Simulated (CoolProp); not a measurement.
Vapour-liquid equilibrium of R1234yf (1) + R227EA (2) at 0.765 MPa; x and y are mole fractions of (1).

The numbers come from the multi-fluid Helmholtz-energy mixture model, Lemmon 2022 and Lemmon 2016; pair parameters Bell 2016 in CoolProp.

Task: Give the bubble temperature and the first vapour's composition at x = 0.15, 0.35, 0.45. Is there an azeotrope?

Result: x = 0.15: 313.9 K, y = 0.191; x = 0.35: 310.9 K, y = 0.419; x = 0.45: 309.5 K, y = 0.522. No azeotrope shows between x = 0.05 and 0.95.

Pair parameters are fitted to limited data, so mixtures are less certain than the pure fluids.
